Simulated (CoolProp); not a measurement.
The fluid at 298.15 K and 0.145 MPa expands adiabatically to 0.0144 MPa with isentropic efficiency 0.8. The same conditions are run with several fluids, on thermodynamics alone (safety and materials aside).

Values from CoolProp's reference Helmholtz-energy equation of state of each fluid (C2F6 (R116): Lemmon 2006; R142b: Lemmon 2006; CF4 (R14): Platzer 1990; nitrogen: Span 2000). The equations of Platzer and Polt are older, rougher fits.

Task: Rank C2F6 (R116), R142b, CF4 (R14), nitrogen by work (kJ/kg), highest first.

Result: nitrogen (120), CF4 (R14) (44.0), R142b (39.5), C2F6 (R116) (30.0)

```tsv
fluid	final temperature (K)	final density (kg/m³)
C2F6 (R116)	256.4	0.935
R142b	244.1	0.718
CF4 (R14)	228.7	0.667
nitrogen	182.8	0.265
```
